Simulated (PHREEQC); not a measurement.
H2SO4 is added in steps, without added water, to 1 kg of water holding 0.0017 mol PbCl2 and 0.0043 mol Zn(NO3)2, at 25 °C. Oxygen is held at 0.21 atm. The system is closed to CO2. Solids allowed: Zn(OH)2(e), Anglesite, Pb(OH)2. Others were left out.

Base run: PHREEQC, ion-association model, phreeqc.dat. Each further column changes one thing. The table gives pH.

| H2SO4 added (mol) | base | 0.0025 mol/kgw NaOH added | Zn(NO3)2 from 0.0043 to 0.043 mol/kgw | no solid may form |
|---|---|---|---|---|
| 0 | 5.33 | ? | 5.28 | 5.33 |
| 0.00068 | 2.92 | 5.84 | 2.96 | 2.93 |
| 0.00102 | 2.74 | 5.84 | 2.78 | 2.76 |
| 0.0017 | 2.52 | 3.10 | 2.56 | 2.54 |
| 0.00238 | 2.38 | 2.71 | 2.42 | 2.41 |
| 0.00272 | 2.33 | ? | 2.36 | 2.35 |
| 0.0034 | 2.24 | 2.44 | 2.27 | 2.26 |
| 0.00408 | 2.17 | 2.33 | 2.19 | 2.19 |
| 0.00442 | 2.14 | 2.29 | 2.16 | 2.16 |
| 0.0051 | 2.09 | 2.21 | 2.10 | 2.11 |
| 0.00578 | 2.04 | ? | 2.05 | 2.06 |
| 0.00612 | 2.02 | 2.12 | 2.03 | 2.04 |
| 0.0068 | 1.98 | 2.07 | 1.99 | 2.00 |

Q: Complete the blanks.

A: 
- 0, 0.0025 mol/kgw NaOH added: 5.89
- 0.00272, 0.0025 mol/kgw NaOH added: 2.60
- 0.00578, 0.0025 mol/kgw NaOH added: 2.15

 The database's Pb(OH)2 solid is less soluble than what usually precipitates. In at least one series the solution becomes supersaturated in solids that the run did not let form, among them Anglesite. Solids allowed in the column '0.0025 mol/kgw NaOH added': Halite, Zn(OH)2(e), Anglesite, Pb(OH)2.
